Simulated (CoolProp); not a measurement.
R245fa at 234.85 K and 0.00551 MPa is compressed adiabatically to 0.0244 MPa with isentropic efficiency 0.7. Each further row changes one setting.

Values from CoolProp's reference Helmholtz-energy equation of state, Akasaka 2015.

```tsv
case	work (kJ/kg)	final temperature (K)	final density (kg/m³)
as stated	32.7	277.4	1.43
efficiency 1	22.9	265.4	1.50
efficiency 0.65	35.2	280.4	1.42
```
